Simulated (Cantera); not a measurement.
Thermodynamics of metals in furnace atmospheres, feed Pb + H2O + H2

A closed system holds: 1 mol Pb, 0.016 mol H2O, 9.3 mol H2, held at 0.00133 bar.

These are equilibrium values from Cantera (NASA tables, ideal gas, pure condensed phases), not measurements of a reactor. Candidate condensed phases: H2O, Pb, PbO, PbO2, Pb3O4; 12 gas species. Rates play no part.

From 948 K to 1098 K the condensed part is Pb(l). From 1248 K to 1848 K nothing is condensed. The main Pb-bearing gas is Pb throughout.

```json
[
 {"T (K)": "948", "x H2": "0.995", "x Pb": "0.00359", "x H": "1.43e-8", "x H2O": "0.00171", "x OH": "<1e-12", "x Pb2": "4.97e-9", "n Pb(l)": "0.966"},
 {"T (K)": "1098", "x H2": "0.911", "x Pb": "0.0876", "x H": "6.46e-7", "x H2O": "0.00157", "x OH": "4.90e-12", "x Pb2": "1.04e-6", "n Pb(l)": "0.105"},
 {"T (K)": "1248", "x H2": "0.902", "x Pb": "0.0969", "x H": "1.21e-5", "x H2O": "0.00155", "x OH": "2.13e-10", "x Pb2": "5.75e-7", "n Pb(l)": "0"},
 {"T (K)": "1398", "x H2": "0.901", "x Pb": "0.0969", "x H": "0.000123", "x H2O": "0.00155", "x OH": "4.17e-9", "x Pb2": "3.06e-7", "n Pb(l)": "0"},
 {"T (K)": "1548", "x H2": "0.901", "x Pb": "0.0969", "x H": "0.000800", "x H2O": "0.00155", "x OH": "4.60e-8", "x Pb2": "1.83e-7", "n Pb(l)": "0"},
 {"T (K)": "1698", "x H2": "0.898", "x Pb": "0.0968", "x H": "0.00375", "x H2O": "0.00155", "x OH": "3.32e-7", "x Pb2": "1.19e-7", "n Pb(l)": "0"},
 {"T (K)": "1848", "x H2": "0.888", "x Pb": "0.0963", "x H": "0.0137", "x H2O": "0.00154", "x OH": "1.74e-6", "x Pb2": "8.24e-8", "n Pb(l)": "0"}
]
```
x: gas mole fraction; n: condensed amount in mol.
